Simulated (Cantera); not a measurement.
Roasting and sulfation: Fe₂O₃ + SO₂ + CO₂

Feed: 1 mol Fe₂O₃, 3.7 mol SO₂, 1.3 mol CO₂, equilibrated at 10000 Pa.

Cantera equilibrium calculation (NASA polynomials, part measured and part estimated; ideal gas, pure solids and liquids). Candidate condensed phases: C, Fe, Fe(CO)₅, FeO, FeS, FeSO₄, FeS₂, Fe₂O₃, Fe₂(SO₄)₃, Fe₃O₄, S; 25 gas species. Mutual solubility and eutectic melting of coexisting phases are not modelled. Equilibrium is a limit: real reactors are often held back by kinetics, nucleation or transport.

From 427 °C to 727 °C the condensed part is Fe₂O₃(s). From 777 °C to 877 °C the condensed part is Fe₂O₃(s) + Fe₃O₄(s).

```tsv
T (°C)	x SO₂	x CO₂	x SO₃	x CO	n Fe₂O₃(s)	n Fe₃O₄(s)
427	0.740	0.260	5.03e-8	3.06e-8	1.00	0
477	0.740	0.260	1.26e-7	1.02e-7	1.00	0
527	0.740	0.260	3.01e-7	2.71e-7	1.00	0
577	0.740	0.260	6.71e-7	6.22e-7	1.00	0
627	0.740	0.260	1.39e-6	1.29e-6	1.00	0
677	0.740	0.260	3.08e-6	2.13e-6	1.000	0
727	0.740	0.260	7.62e-6	2.78e-6	1.000	0
777	0.740	0.260	1.71e-5	3.56e-6	1.000	0.000132
827	0.740	0.260	3.56e-5	4.50e-6	1.000	0.000307
877	0.740	0.260	6.90e-5	5.58e-6	0.999	0.000639
```
x: gas mole fraction; n: condensed amount in mol.
